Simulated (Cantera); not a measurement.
Input (Python, Cantera) and output of one run.

```python
import numpy as np
import cantera as ct

gas_names = """
    CL CL2 H HCL H2 Si SiCL SiCL2 SiCL3 SiCL4 SiH SiHCL3 SiH2 SiH2CL2 SiH3 SiH3CL SiH4 Si2 Si3
""".split()
cond_names = """
    Si(cr) Si(L)
""".split()


# ... load() reads the species with a 1 bar reference pressure and builds the phases ...
atoms = {
    'Si': {'Si': 1},
    'HCl': {'H': 1, 'CL': 1},
    'H2': {'H': 2},
}
top_T = {}  # K; cautious upper limits of use, not melting points


# ... equilibrate(T, P, feed) seeds the gas with the atoms and calls Mixture.equilibrate('TP', solver="vcs", rtol=1e-11, max_steps=5000) ...
results = []
feed = {'Si': 1, 'HCl': 3.8, 'H2': 18}  # mol
T = 1048.15  # K
for P in [10000, 19000, 36000, 67000, 130000, 240000, 450000, 840000, 1600000, 3000000]:
    mix = equilibrate(T, P, feed)
    results.append((T, P, feed, dict(zip(mix.species_names, mix.species_moles))))

top = {s: max(r[3][s] / sum(r[3][g] for g in gas_names) for r in results) for s in gas_names}
cols = sorted((s for s in top if top[s] > 0.0001), key=lambda s: -top[s])[:9]
seen = [c for c in cond_names if any(r[3].get(c, 0) > 1e-12 for r in results)]
print("log10 of partial pressures in bar; condensed amounts in mol")
print(f"{'P/Pa':>10s}" + "".join(f"{s[:9]:>10s}" for s in cols + seen))
for T, P, feed, n in results:
    ng = sum(n[g] for g in gas_names)
    print(f"{P:10.4g}" + "".join(f"{np.log10(max(n[s] / ng * P / 1e5, 1e-99)):10.3f}" for s in cols)
          + "".join(f"{n.get(c, 0):10.4g}" for c in seen))
```

Output:

```
log10 of partial pressures in bar; condensed amounts in mol
      P/Pa        H2     SiCL4       HCL    SiHCL3   SiH2CL2     SiCL3     SiCL2    Si(cr)
     1e+04    -1.030    -2.540    -2.648    -2.911    -4.226    -3.899    -3.996   0.07992
   1.9e+04    -0.750    -2.267    -2.440    -2.567    -3.810    -3.695    -3.860   0.05339
   3.6e+04    -0.472    -2.001    -2.235    -2.228    -3.399    -3.495    -3.727   0.02682
   6.7e+04    -0.202    -1.747    -2.036    -1.903    -3.002    -3.305    -3.600  0.000615
   1.3e+05     0.086    -1.459    -1.755    -1.607    -2.699    -3.153    -3.585         0
   2.4e+05     0.353    -1.192    -1.492    -1.337    -2.426    -3.016    -3.578         0
   4.5e+05     0.626    -0.919    -1.221    -1.061    -2.148    -2.877    -3.574         0
   8.4e+05     0.897    -0.647    -0.951    -0.789    -1.874    -2.740    -3.571         0
   1.6e+06     1.177    -0.367    -0.672    -0.508    -1.592    -2.599    -3.569         0
     3e+06     1.450    -0.094    -0.400    -0.234    -1.318    -2.462    -3.568         0
```

Equilibrium computed with Cantera from the NASA thermochemical tables; the gas is ideal and each condensed phase is pure. The tables' values for SiCl3 are old estimates; treat these amounts as uncertain.
